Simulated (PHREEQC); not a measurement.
Make-up at 64 °C: 0.24 mol H2SO4, 0.023 mol Fe(NO3)3 and 0.026 mol CuSO4 per kg of water. Closed to the air; pH follows from the charge balance.

Equilibrium calculation in PHREEQC: ion-association model, wateq4f.dat.

No solid was allowed to form.

**Question.** Estimate the pH, activity of water, ionic strength.

**Answer.** pH 0.73; activity of water 0.990; ionic strength 0.377 mol/kgw.

**Question.** In which forms is Cu present?

**Answer.** Cu+2 84 %, CuSO4 16 % of the Cu.

The solution is supersaturated, for example in Hematite (slow to form), Goethite (slow to form), so a real one may precipitate; this is no full list. Constants without temperature data keep their 25 °C values here.
